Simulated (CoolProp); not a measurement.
The numbers come from the reference Helmholtz-energy equation of state, Thol 2019 in CoolProp.

Q: For tetradecamethylhexasiloxane (MD4M), give the phase and the density (kg/m³), cp (kJ/(kg K)) at 620 K and 1.66 MPa; 620 K and 3.31 MPa; 620 K and 4.97 MPa.

A: 
- 620 K and 1.66 MPa: liquid; density 531, cp 2.36
- 620 K and 3.31 MPa: liquid; density 563, cp 2.31
- 620 K and 4.97 MPa: liquid; density 584, cp 2.29
